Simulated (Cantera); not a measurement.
**Low-pressure radical oxidation in H2/O2**

An isothermal, constant-pressure homogeneous reactor starts with 0.685 % H2, 99.3 % O2, equivalence ratio 0.0034, at 1098 K and 0.0267 bar.

Model: the H2/O2 subset of GRI-Mech 3.0, which has no nitrogen chemistry, integrated in Cantera. Radical loss at walls, strong at low pressure, is not modelled.

| t (s) | x H2 | x O2 | x H2O2 | x O | x H | x H2O |
|---|---|---|---|---|---|---|
| 0.000600 | 0.00685 | 0.993 | <1e-12 | 1.68e-9 | 2.23e-10 | 1.02e-9 |
| 0.00125 | 0.00685 | 0.993 | <1e-12 | 8.65e-9 | 8.82e-10 | 7.75e-9 |
| 0.00262 | 0.00685 | 0.993 | 2.56e-12 | 1.40e-7 | 1.32e-8 | 1.51e-7 |
| 0.00548 | 0.00680 | 0.993 | 2.47e-10 | 3.76e-5 | 3.58e-6 | 4.18e-5 |
| 0.0115 | 0.000267 | 0.988 | 8.95e-8 | 0.00461 | 0.000372 | 0.00607 |
| 0.0240 | 1.76e-5 | 0.989 | 2.71e-8 | 0.00370 | 0.000140 | 0.00662 |
| 0.0501 | 1.02e-5 | 0.991 | 2.58e-8 | 0.00221 | 6.44e-5 | 0.00670 |
| 0.105 | 4.62e-6 | 0.992 | 2.36e-8 | 0.00101 | 1.99e-5 | 0.00678 |
| 0.219 | 1.61e-6 | 0.993 | 1.95e-8 | 0.000360 | 4.21e-6 | 0.00682 |
| 0.458 | 4.67e-7 | 0.993 | 1.34e-8 | 0.000108 | 6.92e-7 | 0.00685 |
| 0.957 | 1.26e-7 | 0.993 | 7.28e-9 | 3.00e-5 | 1.02e-7 | 0.00686 |
| 2.00 | 3.47e-8 | 0.993 | 3.20e-9 | 8.50e-6 | 1.55e-8 | 0.00687 |
x: mole fraction; the columns are a selection and need not sum to one.

Equilibrium at this temperature and pressure: H2 5.33e-11, O2 0.993, H2O2 9.90e-12, O 1.46e-8, H 1.11e-12, H2O 0.00688 (gas phase only).
